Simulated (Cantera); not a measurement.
Input (Python, Cantera):

```python
import numpy as np
import cantera as ct

gas = ct.Solution("gri30.yaml")
gas.TPX = 450, 500000, {'CH4': 1, 'C2H6': 0.87, 'C3H8': 0.26, 'O2': 7.3, 'N2': 21.7}
flame = ct.FreeFlame(gas, width=0.013)
flame.set_refine_criteria(ratio=3, slope=0.08, curve=0.16)
flame.transport_model = "mixture-averaged"
flame.solve(loglevel=0, auto=True)
z, T = flame.grid, flame.T
thick = (T[-1] - T[0]) / np.gradient(T, z).max()
show = ['CH4', 'C2H6', 'C3H8', 'H2', 'OH', 'CH3']
print(f"laminar burning velocity  {flame.velocity[0] * 100:.3f} cm/s")
print(f"burnt temperature         {T[-1]:.1f} K")
print(f"thermal thickness         {thick * 1e3:.4f} mm")
print(f"grid points               {len(z)}")
z0 = z[flame.heat_release_rate.argmax()]
print(f"{'z/mm':>9s}{'T/K':>9s}{'u/(m/s)':>9s}" + "".join(f"{s:>11s}" for s in show))
rows = []
for k in (-3, -2, -1.5, -1, -0.5, -0.25, 0, 0.25, 0.5, 1, 2, 4, 8):
    zz = z0 + k * thick
    rows.append([k * thick, np.interp(zz, z, T), np.interp(zz, z, flame.velocity),
                 *(np.interp(zz, z, flame.X[gas.species_index(s)]) for s in show)])
    print(f"{rows[-1][0] * 1e3:9.3f}{rows[-1][1]:9.1f}{rows[-1][2]:9.3f}" + "".join(f"{x:11.3e}" for x in rows[-1][3:]))
```

Output:

```
laminar burning velocity  70.076 cm/s
burnt temperature         2443.0 K
thermal thickness         0.0755 mm
grid points               154
     z/mm      T/K  u/(m/s)        CH4       C2H6       C3H8         H2         OH        CH3
   -0.226    450.3    0.702  3.209e-02  2.793e-02  8.347e-03  7.033e-04  2.237e-14  3.813e-11
   -0.151    452.0    0.705  3.201e-02  2.789e-02  8.338e-03  1.766e-03  1.433e-12  3.226e-10
   -0.113    459.8    0.719  3.179e-02  2.781e-02  8.323e-03  3.176e-03  4.643e-11  2.203e-09
   -0.075    521.5    0.820  3.045e-02  2.717e-02  8.222e-03  6.035e-03  9.836e-09  8.937e-08
   -0.038    939.2    1.507  2.277e-02  1.966e-02  6.347e-03  1.069e-02  1.426e-05  8.882e-05
   -0.019   1394.1    2.277  1.424e-02  8.435e-03  2.567e-03  1.300e-02  2.343e-04  1.148e-03
    0.000   1833.2    3.031  4.285e-03  5.081e-04  8.020e-05  1.269e-02  2.537e-03  1.480e-03
    0.019   2036.2    3.360  3.616e-04  1.273e-06  4.594e-08  9.089e-03  7.423e-03  1.731e-04
    0.038   2121.3    3.480  1.483e-05  7.809e-10  4.639e-12  7.161e-03  9.823e-03  8.101e-06
    0.075   2222.6    3.617  3.706e-08  9.361e-15  4.237e-18  6.001e-03  1.044e-02  2.537e-08
    0.151   2325.1    3.759  1.522e-12  5.226e-21  1.597e-27  4.452e-03  9.439e-03  1.807e-12
    0.302   2400.8    3.863  3.578e-15  1.918e-28  6.368e-38  2.925e-03  7.863e-03  1.495e-14
    0.604   2435.8    3.910  1.448e-16 -4.764e-30 -6.799e-40  2.173e-03  6.922e-03  5.354e-16
```

Detailed kinetics in Cantera: GRI-Mech 3.0 (53 species, 325 reactions). Burning velocities carry a grid error of a few per cent, more on coarse grids.
